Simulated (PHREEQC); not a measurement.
Copper plating or etch bath: speciation

Consider water at 60 °C with 12 mmol/kgw Cu(NO3)2, 0.17 mmol/kgw HBF4 and 12 mmol/kgw FeCl3. Closed to the air; pH follows from the charge balance.

Equilibrium calculation in PHREEQC: ion-association model, phreeqc.dat.

Each row changes one thing in this solution. Precipitation was switched off in this run.

| case | pH | ionic strength (mol/kgw) | Cl- (mol/kgw) | Cu+2 (mol/kgw) | FeOH+2 (mol/kgw) | Fe+3 (mol/kgw) | SI of Goethite (FeOOH) | SI of Hematite (Fe2O3) |
|---|---|---|---|---|---|---|---|---|
| as made | 2.14 | 0.0877 | 0.0326 | 0.0103 | 0.00472 | 0.00182 | +5.02 | +12.20 |
| HBF4 from 0.00017 to 3.4e-05 mol/kgw | 2.14 | 0.0882 | 0.0325 | 0.0103 | 0.00490 | 0.00187 | +5.05 | +12.25 |
| temperature from 60 to 50 °C | 2.17 | 0.0900 | 0.0330 | 0.0108 | 0.00410 | 0.00236 | +4.95 | +12.02 |
| Cu(NO3)2 replaced by CuCl2 at the same molality | 2.17 | 0.0835 | 0.0546 | 0.00940 | 0.00445 | 0.00159 | +5.07 | +12.29 |
| diluted 100-fold with water | 3.67 | 0.000745 | 0.000360 | 0.000120 | 2.12e-5 | 1.30e-7 | +6.11 | +14.38 |

Some of these states are supersaturated (in Hematite (slow to form), Goethite (slow to form), for instance). Away from 25 °C the constants follow the database's enthalpies or fits; those with neither stay at their 25 °C values. Real BF4- forms and hydrolyses slowly; the run takes it at equilibrium. Fluoro complexes past AlF4- and FeF3 are missing from the database.
